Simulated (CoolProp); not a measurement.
A single-stage vapour-compression cycle with c-C4F8 (RC318): evaporating at 251.15 K (dew point), condensing at 281.15 K (bubble point), superheat 0 K, subcooling 5 K, compressor efficiency 0.8, no pressure losses. Each further row changes one setting.

Model: reference Helmholtz-energy equation of state, Platzer 1990, in CoolProp. This equation is an older, rougher fit; its heat capacities, sound speeds and derivatives of the liquid may be far off and weren't checked against measurements.

```csv
case,cooling COP,pressure ratio,discharge temperature (K),refrigerating effect (kJ/kg),volumetric capacity (kJ/m³)
as stated,5.97,3.52,281.1,96.5,471
evaporating temperature 256.15 K,7.52,2.79,281.1,99.9,607
condensing temperature 276.15 K,7.40,2.92,276.2,102,496
subcooling 10 K,6.30,3.52,281.1,102,496
superheat 10 K,6.09,3.52,286.3,104,485
compressor efficiency 0.7,5.23,3.52,281.1,96.5,471
```

The compression ends wet for: as stated; evaporating temperature 256.15 K; condensing temperature 276.15 K; subcooling 10 K; compressor efficiency 0.7.
